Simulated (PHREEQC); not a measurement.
Dissolve 0.26 mol KHSO4 per kg of water at 25 °C. Closed to the air; pH follows from the charge balance.

Equilibrium calculation in PHREEQC: ion-association model, phreeqc.dat.

Each row changes one thing in this solution. No solid was allowed to form.

| case | pH | ionic strength (mol/kgw) | K+ (mol/kgw) | HSO4- (mol/kgw) | SO4-2 (mol/kgw) | KSO4- (mol/kgw) |
|---|---|---|---|---|---|---|
| as made | 1.12 | 0.405 | 0.235 | 0.162 | 0.0726 | 0.0250 |
| KHSO4 from 0.26 to 0.13 mol/kgw | 1.35 | 0.221 | 0.120 | 0.0743 | 0.0455 | 0.0103 |
| KHSO4 from 0.26 to 0.286 mol/kgw | 1.09 | 0.441 | 0.258 | 0.180 | 0.0774 | 0.0283 |
| temperature from 25 to 10 °C | 1.08 | 0.429 | 0.237 | 0.153 | 0.0845 | 0.0225 |
| 0.02 mol/kgw Pb(NO3)2 added | 1.09 | 0.428 | 0.238 | 0.155 | 0.0657 | 0.0224 |
| KHSO4 from 0.26 to 0.052 mol/kgw | 1.65 | 0.100 | 0.0490 | 0.0249 | 0.0241 | 0.00299 |
| temperature from 25 to 20 °C | 1.11 | 0.413 | 0.236 | 0.159 | 0.0765 | 0.0243 |
| diluted 10-fold with water | 1.88 | 0.0551 | 0.0249 | 0.0103 | 0.0145 | 0.00112 |

Some of these states are supersaturated (in Anglesite, for instance). Away from 25 °C the constants follow the database's enthalpies or fits; those with neither stay at their 25 °C values.
